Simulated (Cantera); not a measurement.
A Cantera script and what it prints.

```python
import numpy as np
import cantera as ct

gas_names = """
    CL CLO CL2 H HCL HNO HNO2 HNO3 HOCL HO2 H2 H2O H2O2 N NH NH2 NH3 NH2OH NO NO2 NO3 N2 N2H2 N2H4 N2O O
    OH O2 O3 Si SiCL SiCL2 SiCL3 SiCL4 SiH SiHCL3 SiH2 SiH2CL2 SiH3 SiH3CL SiH4 SiN SiO SiO2 Si2 Si2N
    Si3
""".split()
cond_names = """
    H2O(s) H2O(L) NH4CL(a) NH4CL(b) Si(cr) Si(L) SiO2(Lqz) SiO2(hqz) SiO2(L) Si2N2O(s) Si3N4(a)
""".split()


def load(file, names, dense=False):
    # The tables refer to 1 bar. Condensed volumes are neglected.
    table = {s.name: s for s in ct.Species.list_from_file(file)}
    out = []
    for n in names:
        d = dict(table[n].input_data)
        d["thermo"] = dict(d["thermo"], **{"reference-pressure": 1e5})
        if dense:
            d["equation-of-state"] = {"model": "constant-volume", "density": "1e6 g/cm^3"}
        out.append(ct.Species.from_dict(d))
    return out


gas = ct.Solution(thermo="ideal-gas", species=load("nasa_gas.yaml", gas_names))
cond = {s.name: ct.Solution(thermo="fixed-stoichiometry", species=[s], name=s.name)
        for s in load("nasa_condensed.yaml", cond_names, dense=True)}
atoms = {
    'SiH2Cl2': {'Si': 1, 'H': 2, 'CL': 2},
    'NO': {'N': 1, 'O': 1},
}
top_T = {'Si2N2O(s)': 2100, 'Si3N4(a)': 2400}  # K; cautious upper limits of use, not melting points


def equilibrate(T, P, feed):
    n = {}
    for name, mol in feed.items():
        for a, k in atoms[name].items():
            n[a] = n.get(a, 0.0) + k * mol
    gas.TPX = T, P, n
    mass = sum(n.values()) * gas.mean_molecular_weight
    gas.equilibrate("TP")
    valid = [c for c in cond.values() if c.min_temp <= T <= top_T.get(c.name, c.max_temp)]
    mix = ct.Mixture([(gas, mass / gas.mean_molecular_weight)] + [(c, 0.0) for c in valid])
    mix.T, mix.P = T, P
    mix.equilibrate("TP", solver="vcs", rtol=1e-11, max_steps=5000)
    return mix


results = []
feed = {'SiH2Cl2': 1, 'NO': 3.7}  # mol
T = 823  # K
for P in [5, 21, 85, 350, 1400, 5900, 24000, 100000]:
    mix = equilibrate(T, P, feed)
    results.append((T, P, feed, dict(zip(mix.species_names, mix.species_moles))))

top = {s: max(r[3][s] / sum(r[3][g] for g in gas_names) for r in results) for s in gas_names}
cols = sorted((s for s in top if top[s] > 1e-05), key=lambda s: -top[s])[:9]
seen = [c for c in cond_names if any(r[3].get(c, 0) > 1e-12 for r in results)]
print("log10 of partial pressures in bar; condensed amounts in mol")
print(f"{'P/Pa':>10s}" + "".join(f"{s[:9]:>10s}" for s in cols + seen))
for T, P, feed, n in results:
    ng = sum(n[g] for g in gas_names)
    print(f"{P:10.4g}" + "".join(f"{np.log10(max(n[s] / ng * P / 1e5, 1e-99)):10.3f}" for s in cols)
          + "".join(f"{n.get(c, 0):10.4g}" for c in seen))
```

Result:

```
log10 of partial pressures in bar; condensed amounts in mol
      P/Pa        N2       HCL        O2       H2O       CL2        CL SiO2(Lqz)
         5    -4.700    -4.722    -5.070    -5.892    -5.895    -7.751         1
        21    -4.075    -4.118    -4.456    -5.135    -5.137    -7.372         1
        85    -3.466    -3.536    -3.861    -4.405    -4.406    -7.006         1
       350    -2.848    -2.954    -3.263    -3.674    -3.674    -6.641         1
      1400    -2.242    -2.394    -2.680    -2.968    -2.968    -6.288         1
      5900    -1.614    -1.824    -2.078    -2.248    -2.248    -5.927         1
   2.4e+04    -1.000    -1.279    -1.494    -1.557    -1.557    -5.582         1
     1e+05    -0.376    -0.738    -0.902    -0.867    -0.867    -5.237         1
```

Method: chemical equilibrium by Gibbs-energy minimisation in Cantera with the NASA 1993 tables (ideal gas, pure condensed phases).
